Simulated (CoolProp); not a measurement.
Vapour-liquid equilibrium of propane (1) + R113 (2) at 339.9 K; x and y are mole fractions of (1).

The numbers come from the multi-fluid Helmholtz-energy mixture model, Lemmon 2009 and Marx 1992; pair parameters Bell 2016 in CoolProp.

```json
[
 {"x": "0.05", "bubble pressure (bar)": "…", "y at the bubble point": "…", "dew pressure at overall composition x (bar)": "1.930", "liquid density (mol/L)": "7.891"},
 {"x": "0.2", "bubble pressure (bar)": "6.116", "y at the bubble point": "0.723", "dew pressure at overall composition x (bar)": "2.282", "liquid density (mol/L)": "8.199"},
 {"x": "0.35", "bubble pressure (bar)": "9.271", "y at the bubble point": "…", "dew pressure at overall composition x (bar)": "2.789", "liquid density (mol/L)": "8.510"},
 {"x": "0.5", "bubble pressure (bar)": "12.36", "y at the bubble point": "0.888", "dew pressure at overall composition x (bar)": "3.577", "liquid density (mol/L)": "8.813"},
 {"x": "0.65", "bubble pressure (bar)": "15.47", "y at the bubble point": "0.926", "dew pressure at overall composition x (bar)": "4.973", "liquid density (mol/L)": "9.092"},
 {"x": "0.8", "bubble pressure (bar)": "18.81", "y at the bubble point": "0.957", "dew pressure at overall composition x (bar)": "8.065", "liquid density (mol/L)": "9.312"},
 {"x": "0.95", "bubble pressure (bar)": "22.72", "y at the bubble point": "0.988", "dew pressure at overall composition x (bar)": "18.03", "liquid density (mol/L)": "9.386"}
]
```

Task: Fill in the missing entries.

Result: 
- 0.05, bubble pressure (bar): 2.902
- 0.05, y at the bubble point: 0.377
- 0.35, y at the bubble point: 0.832

No azeotrope shows between x = 0.05 and 0.95.

The pair parameters rest on a limited set of measurements; away from them the model extrapolates.
